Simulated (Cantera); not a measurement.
Cantera with NASA thermochemical tables; ideal gases at 1 bar, condensed phases pure. Values are per mole of reaction as written; species without (g) are pure solids or liquids, kept so even where they would boil at 1 bar.

Task: Between 650 and 775 K, where is each reaction favourable under standard conditions?
- Fe2O3 + 3 H2O(g) → 2 Fe(OH)3

Result: 
- Fe2O3 + 3 H2O(g) → 2 Fe(OH)3: ΔG° is 173 kJ at 650 K and 226 kJ at 775 K; it stays positive (K < 1). ΔH° is -104 kJ and ΔS° -426 J/K at 775 K.
